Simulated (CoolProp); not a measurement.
CH3F (R41) along the isobar 22.2 MPa: fugacity coefficient from the reference equation and from simpler models built on Tc = 317.3 K, pc = 5.906 MPa, ω = 0.200; each cubic takes its own stable root.

The numbers come from the reference Helmholtz-energy equation of state, Lemmon 2006 in CoolProp. It is a short technical equation, of lower accuracy than the large ones.

| T (K) | phase | reference | van der Waals | Soave-Redlich-Kwong |
|---|---|---|---|---|
| 246 | liquid | … | … | 0.06464 |
| 253.1 | liquid | 0.06678 | 0.1721 | 0.07918 |
| 260.2 | liquid | 0.08037 | 0.1886 | 0.09558 |
| 267.3 | liquid | 0.09549 | 0.2056 | 0.1138 |
| 274.3 | liquid | 0.1119 | 0.2228 | 0.1335 |
| 281.4 | liquid | 0.1299 | … | … |
| 288.5 | liquid | … | 0.2586 | 0.1785 |
| 295.5 | liquid | 0.1699 | 0.2767 | 0.2029 |
| 302.6 | liquid | 0.1918 | 0.2952 | 0.2290 |
| 309.7 | liquid | 0.2148 | 0.3139 | 0.2562 |
| 316.7 | liquid | 0.2385 | … | 0.2840 |
| 323.8 | supercritical | 0.2632 | 0.3511 | … |

Q: Complete the blanks.

A: 
- 246, reference: 0.05470
- 246, van der Waals: 0.1561
- 281.4, van der Waals: 0.2405
- 281.4, Soave-Redlich-Kwong: 0.1552
- 288.5, reference: 0.1494
- 316.7, van der Waals: 0.3323
- 323.8, Soave-Redlich-Kwong: 0.3128
